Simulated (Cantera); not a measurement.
What does this Cantera script print?

```python
import numpy as np
import cantera as ct

gas_names = """
    Cr CrO CrO2 CrO3 H HO2 H2 H2O H2O2 O OH O2 O3
""".split()
cond_names = """
    Cr(cr) Cr(L) Cr2O3(s) Cr2O3(L) H2O(s) H2O(L)
""".split()


# ... load() reads the species with a 1 bar reference pressure and builds the phases ...
atoms = {
    'Cr': {'Cr': 1},
    'H2O': {'H': 2, 'O': 1},
}
top_T = {}  # K; cautious upper limits of use, not melting points


# ... equilibrate(T, P, feed) seeds the gas with the atoms and calls Mixture.equilibrate('TP', solver="vcs", rtol=1e-11, max_steps=5000) ...
results = []
feed = {'Cr': 1, 'H2O': 4.9}  # mol
P = 10000  # Pa
for T in [998, 1098, 1198, 1298, 1398, 1498, 1598, 1698, 1798, 1898, 1998, 2098]:
    mix = equilibrate(T, P, feed)
    results.append((T, P, feed, dict(zip(mix.species_names, mix.species_moles))))

top = {s: max(r[3][s] / sum(r[3][g] for g in gas_names) for r in results) for s in gas_names}
cols = sorted((s for s in top if top[s] > 1e-05), key=lambda s: -top[s])[:5]
seen = [c for c in cond_names if any(r[3].get(c, 0) > 1e-12 for r in results)]
print("log10 of partial pressures in bar; condensed amounts in mol")
print(f"{'T/K':>10s}" + "".join(f"{s[:9]:>10s}" for s in cols + seen))
for T, P, feed, n in results:
    ng = sum(n[g] for g in gas_names)
    print(f"{T:10.4g}" + "".join(f"{np.log10(max(n[s] / ng * P / 1e5, 1e-99)):10.3f}" for s in cols)
          + "".join(f"{n.get(c, 0):10.4g}" for c in seen))
```

Output:

```
log10 of partial pressures in bar; condensed amounts in mol
       T/K       H2O        H2         H        OH       CrO  Cr2O3(s)
       998    -1.159    -1.514    -9.424   -11.731   -22.066       0.5
      1098    -1.159    -1.514    -8.364   -10.365   -19.117       0.5
      1198    -1.159    -1.514    -7.478    -9.225   -16.668       0.5
      1298    -1.159    -1.514    -6.727    -8.260   -14.604       0.5
      1398    -1.159    -1.514    -6.082    -7.432   -12.842       0.5
      1498    -1.159    -1.514    -5.522    -6.714   -11.319       0.5
      1598    -1.159    -1.514    -5.031    -6.085    -9.993       0.5
      1698    -1.159    -1.514    -4.597    -5.530    -8.826       0.5
      1798    -1.159    -1.515    -4.211    -5.037    -7.793       0.5
      1898    -1.159    -1.515    -3.865    -4.596    -6.872       0.5
      1998    -1.160    -1.516    -3.553    -4.199    -6.047    0.4999
      2098    -1.161    -1.518    -3.271    -3.839    -5.303    0.4997
```

Method: chemical equilibrium by Gibbs-energy minimisation in Cantera with the NASA 1993 tables (ideal gas, pure condensed phases).
